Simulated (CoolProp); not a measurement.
Ethanol at 439.81 K and 0.98 MPa flows at 0.27 m/s in a round tube of 1 mm bore and 45 µm roughness, fully developed (64/Re and Nu = 3.66 if laminar; Colebrook and Gnielinski if turbulent). Each further row changes one setting.

Values from CoolProp's reference Helmholtz-energy equation of state, Schroeder 2014.

```tsv
case	Reynolds number	Darcy friction factor	pressure drop (Pa/m)	heat-transfer coefficient (W/(m² K))	mass flow (kg/h)
as stated	288	0.223	113	120	0.0106
velocity 0.54 m/s	575	0.111	226	120	0.0212
diameter 2 mm	575	0.111	28.2	60.2	0.0425
```

Viscosity comes from a separate model (Kiselev 2005). Thermal conductivity comes from a separate model (Assael 2013).
